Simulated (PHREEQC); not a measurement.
## Copper plating or etch bath (model solution)

Make-up at 25 °C and 100 atm: 1.1 mmol/kgw CuSO4, 27 mmol/kgw HNO3 and 67 mmol/kgw Na2SO4. Closed to the air; pH follows from the charge balance.

All values are PHREEQC results (ion-association model, phreeqc.dat), not measurements.

Each row changes one thing in this solution. This is a speciation only: nothing precipitates in the calculation.

| case | pH | ionic strength (mol/kgw) | Na+ (mol/kgw) | SO4-2 (mol/kgw) | HSO4- (mol/kgw) | NaSO4- (mol/kgw) |
|---|---|---|---|---|---|---|
| as made | 2.02 | 0.184 | 0.126 | 0.0442 | 0.0150 | 0.00839 |
| CuSO4 left out | 2.02 | 0.181 | 0.126 | 0.0437 | 0.0150 | 0.00833 |
| Na2SO4 from 0.067 to 0.67 mol/kgw | 2.36 | 1.41 | 1.05 | 0.357 | 0.0211 | 0.292 |
| temperature from 25 to 55 °C | 2.19 | 0.175 | 0.125 | 0.0400 | 0.0188 | 0.00876 |
| HNO3 from 0.027 to 0.0405 mol/kgw | 1.81 | 0.187 | 0.127 | 0.0390 | 0.0213 | 0.00741 |
| HNO3 from 0.027 to 0.054 mol/kgw | 1.66 | 0.192 | 0.127 | 0.0345 | 0.0266 | 0.00656 |
| temperature from 25 to 60 °C | 2.22 | 0.174 | 0.125 | 0.0394 | 0.0194 | 0.00878 |

The ionic strength passes 0.7 mol/kgw, the rough limit of the ion-association models, in Na2SO4 from 0.067 to 0.67 mol/kgw. Under pressure, the constants of complexes without a molar volume in the database are unreliable. At this temperature some constants are extrapolated from 25 °C, and those without enthalpy data are left unchanged.
